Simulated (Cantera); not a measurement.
Input (Python, Cantera):

```python
import numpy as np
import cantera as ct

gas = ct.Solution("gri30.yaml")
gas.TPX = 1325, 100000, {'N2O': 1, 'O2': 0.92}
reactor = ct.IdealGasConstPressureReactor(gas, energy="off", clone=False)
net = ct.ReactorNet([reactor])
net.rtol, net.atol = 1e-08, 1e-18
show = ['N2O', 'O2', 'N2', 'O', 'NO']
times = np.geomspace(0.0006, 2, 13)

steps = ct.SolutionArray(gas, extra=["t"])
rows = []
print(f"{'t/s':>10s}{'T/K':>9s}{'P/Pa':>11s}" + "".join(f"{s:>11s}" for s in show))
for t in times:
    while net.time < t:
        t_next = net.step()
        steps.append(gas.state, t=t_next)
    rows.append([np.interp(t, steps.t, y) for y in (steps.T, steps.P, *steps(*show).X.T)])
    print(f"{t:10.3e}{rows[-1][0]:9.1f}{rows[-1][1]:11.4g}" + "".join(f"{x:11.3e}" for x in rows[-1][2:]))
rate = np.gradient(steps.T, steps.t)
print("integrator steps:", len(steps.t))
if steps.T.max() > steps.T[0] + 200:
    print(f"time of steepest temperature rise: {steps.t[rate.argmax()]:.4e} s")
gas.TPX = 1325, 100000, {'N2O': 1, 'O2': 0.92}
gas.equilibrate("TP")
print(f"equilibrium (TP): T = {gas.T:.1f} K  " + "  ".join(f"{s} {gas[s].X[0]:.3e}" for s in show))
```

It prints:

```
       t/s      T/K       P/Pa        N2O         O2         N2          O         NO
 6.000e-04   1325.0      1e+05  5.189e-01  4.794e-01  1.417e-03  9.959e-06  2.450e-04
 1.180e-03   1325.0      1e+05  5.170e-01  4.797e-01  2.788e-03  9.951e-06  4.832e-04
 2.319e-03   1325.0      1e+05  5.133e-01  4.802e-01  5.464e-03  9.933e-06  9.469e-04
 4.559e-03   1325.0      1e+05  5.062e-01  4.812e-01  1.065e-02  9.891e-06  1.842e-03
 8.963e-03   1325.0      1e+05  4.927e-01  4.832e-01  2.057e-02  9.800e-06  3.545e-03
 1.762e-02   1325.0      1e+05  4.674e-01  4.868e-01  3.904e-02  9.617e-06  6.690e-03
 3.464e-02   1325.0      1e+05  4.226e-01  4.933e-01  7.180e-02  9.262e-06  1.218e-02
 6.810e-02   1325.0      1e+05  3.502e-01  5.039e-01  1.249e-01  8.595e-06  2.080e-02
 1.339e-01   1325.0      1e+05  2.497e-01  5.190e-01  1.990e-01  7.399e-06  3.202e-02
 2.632e-01   1325.0      1e+05  1.402e-01  5.362e-01  2.806e-01  5.470e-06  4.264e-02
 5.175e-01   1325.0      1e+05  5.514e-02  5.508e-01  3.451e-01  2.990e-06  4.853e-02
 1.017e+00   1325.0      1e+05  1.250e-02  5.590e-01  3.783e-01  9.646e-07  4.967e-02
 2.000e+00   1325.0      1e+05  9.620e-04  5.614e-01  3.875e-01  2.637e-07  4.941e-02
integrator steps: 708
equilibrium (TP): T = 1325.0 K  N2O 2.679e-08  O2 5.865e-01  N2 4.129e-01  O 2.123e-07  NO 5.648e-04
```

Cantera simulation using GRI-Mech 3.0 (53 species, 325 reactions); the numbers are that mechanism's predictions, not measurements. GRI-Mech 3.0 was tuned for natural gas; its chemistry of N2O as a main component is partial and can be far from experiment. The mechanism lacks the step 2 NO + O2 → 2 NO2, which can matter for NO2 below about 1400 K. The temperature is held fixed by assumption; the heat of reaction is taken as removed at once.
